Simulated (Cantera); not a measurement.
A perfectly stirred reactor is fed with CH4 : O2 : N2 = 1 : 2.44 : 9.17 (molar parts), equivalence ratio 0.82, at 3.16 atm; it is adiabatic with a 725 K inlet, and is followed from long to short residence time, starting on the burning branch (τ in s: 0.065, 0.036, 0.02, 0.011, 0.0062, 0.0035, 0.0019, 0.0011, 0.0006, 0.00033, 0.00018, 0.0001, 5.7e-05).

Detailed kinetics in Cantera: GRI-Mech 3.0 (53 species, 325 reactions).

**Question.** What does this change do: pressure from 3.16 atm to 9.87 atm?

**Answer.** 
```csv
quantity,before,after
"blow-out, bracketed by the residence times tried","burning at 57.0 µs, the shortest tried","burning at 57.0 µs, the shortest tried"
x(CH4) at τ = 65.0 ms,1.17e-6,5.25e-7
x(O2) at τ = 65.0 ms,0.0336,0.0327
x(C2H) at τ = 65.0 ms,<1e-12,<1e-12
x(HO2) at τ = 65.0 ms,3.63e-6,4.93e-6
x(NO) at τ = 65.0 ms,0.00368,0.00464
x(CH4) at τ = 1.90 ms,2.79e-5,1.53e-5
x(O2) at τ = 1.90 ms,0.0365,0.0351
x(C2H) at τ = 1.90 ms,8.04e-11,3.64e-11
x(HO2) at τ = 1.90 ms,4.92e-6,5.94e-6
x(NO) at τ = 1.90 ms,0.000448,0.000686
```

**Question.** What does this change do: N2 9.17 to 12 parts?

**Answer.** 
| quantity | before | after |
|---|---|---|
| blow-out, bracketed by the residence times tried | burning at 57.0 µs, the shortest tried | burning at 57.0 µs, the shortest tried |
| x(CH4) at τ = 65.0 ms | 1.17e-6 | 3.16e-6 |
| x(O2) at τ = 65.0 ms | 0.0336 | 0.0283 |
| x(C2H) at τ = 65.0 ms | <1e-12 | 1.04e-12 |
| x(HO2) at τ = 65.0 ms | 3.63e-6 | 1.55e-6 |
| x(NO) at τ = 65.0 ms | 0.00368 | 0.000458 |
| x(CH4) at τ = 1.90 ms | 2.79e-5 | 4.56e-5 |
| x(O2) at τ = 1.90 ms | 0.0365 | 0.0300 |
| x(C2H) at τ = 1.90 ms | 8.04e-11 | 1.04e-10 |
| x(HO2) at τ = 1.90 ms | 4.92e-6 | 4.78e-6 |
| x(NO) at τ = 1.90 ms | 0.000448 | 9.96e-5 |
